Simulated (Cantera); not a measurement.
## Stirred combustor or abatement burner

A perfectly stirred reactor is fed with 16.5 % H2, 17.5 % O2, 66.0 % N2, equivalence ratio 0.47, at 0.480 bar; it is adiabatic with a 700 K inlet, and is followed from long to short residence time, starting on the burning branch (τ in s: 0.04, 0.021, 0.011, 0.0056, 0.0029, 0.0015, 0.00078, 0.0004, 0.00021, 0.00011, 5.6e-05, 2.9e-05, 1.5e-05).

Cantera simulation using the H2/O2 subset of GRI-Mech 3.0, which has no nitrogen chemistry; the numbers are that mechanism's predictions, not measurements.

| τ (s) | T (K) | x H2 | x O2 | x O | x OH | x H2O2 | x H |
|---|---|---|---|---|---|---|---|
| 0.040 | 1894 | 0.000794 | 0.0994 | 0.000952 | 0.00424 | 1.08e-7 | 0.000224 |
| 0.021 | 1883 | 0.00120 | 0.0991 | 0.00144 | 0.00512 | 1.36e-7 | 0.000419 |
| 0.011 | 1866 | 0.00180 | 0.0988 | 0.00216 | 0.00612 | 1.74e-7 | 0.000784 |
| 0.0056 | 1842 | 0.00270 | 0.0984 | 0.00325 | 0.00725 | 2.29e-7 | 0.00149 |
| 0.0029 | 1808 | 0.00393 | 0.0981 | 0.00473 | 0.00831 | 3.06e-7 | 0.00270 |
| 0.0015 | 1761 | 0.00556 | 0.0979 | 0.00665 | 0.00917 | 4.24e-7 | 0.00473 |
| 0.00078 | 1700 | 0.00759 | 0.0979 | 0.00892 | 0.00964 | 6.18e-7 | 0.00787 |
| 0.00040 | 1622 | 0.0101 | 0.0986 | 0.0113 | 0.00956 | 9.65e-7 | 0.0125 |
| 0.00021 | 1532 | 0.0133 | 0.100 | 0.0133 | 0.00890 | 1.56e-6 | 0.0183 |
| 0.00011 | 1429 | 0.0186 | 0.104 | 0.0140 | 0.00776 | 2.53e-6 | 0.0248 |
| 5.6e-5 | 1299 | 0.0322 | 0.112 | 0.0119 | 0.00603 | 3.92e-6 | 0.0301 |
| 2.9e-5 | 700 | 0.165 | 0.175 | <1e-12 | <1e-12 | <1e-12 | <1e-12 |
| 1.5e-5 | 700 | 0.165 | 0.175 | <1e-12 | <1e-12 | <1e-12 | <1e-12 |
x: mole fraction; the columns are a selection and need not sum to one.
